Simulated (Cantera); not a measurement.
Cantera run, input and output.

```python
import numpy as np
import cantera as ct

surf = ct.Interface("diamond.yaml", "diamond_100")
gas, bulk = surf.adjacent["gas"], surf.adjacent["diamond"]
k = surf.kinetics_species_index(bulk.species_names[0])
cover = ["c6HH", "c6H*", "c6*H", "c6**", "c6HM", "c6B"]

rows, drift = [], 0.0
print(f"{'T':>10s}{'um/h':>11s}" + "".join(f"{s:>11s}" for s in cover))
for v in [925, 1000, 1075, 1150, 1225, 1300, 1375]:
    T, P, xH, xCH3 = v, 16000, 0.017, 0.0004
    gas.TPX = T, P, {"H": xH, "CH3": xCH3, "CH4": 0.016, "H2": 1 - xH - xCH3 - 0.016}
    surf.TP = bulk.TP = T, P
    surf.coverages = "c6H*:0.1, c6HH:0.9"
    surf.advance_coverages(100.0)
    before = surf.coverages
    surf.advance_coverages(100.0)
    drift = max(drift, np.max(np.abs(surf.coverages - before) / (surf.coverages + 1e-9)))
    rate = surf.net_production_rates[k] * bulk.mean_molecular_weight / bulk.density * 3.6e9
    rows.append([rate, *surf[cover].coverages])
    print(f"{v:10.4g}{rate:11.4e}" + "".join(f"{x:11.3e}" for x in rows[-1][1:]))
```

Result:

```
         T       um/h       c6HH       c6H*       c6*H       c6**       c6HM        c6B
       925 2.2776e+01  6.529e-01  1.247e-02  3.072e-01  5.379e-03  1.738e-02  6.180e-08
      1000 3.3374e+01  5.865e-01  1.855e-02  3.680e-01  9.650e-03  1.261e-02  9.056e-08
      1075 4.5005e+01  5.245e-01  2.561e-02  4.205e-01  1.576e-02  9.240e-03  1.221e-07
      1150 5.4686e+01  4.686e-01  3.333e-02  4.637e-01  2.389e-02  6.556e-03  1.484e-07
      1225 5.5289e+01  4.195e-01  4.143e-02  4.979e-01  3.404e-02  4.041e-03  1.500e-07
      1300 4.3321e+01  3.768e-01  4.963e-02  5.237e-01  4.609e-02  1.879e-03  1.176e-07
      1375 3.0833e+01  3.396e-01  5.761e-02  5.413e-01  5.969e-02  6.651e-04  8.367e-08
```

Cantera simulation using the Harris–Goodwin 1993 mechanism for the reconstructed diamond (100) surface; the numbers are that mechanism's predictions, not measurements.
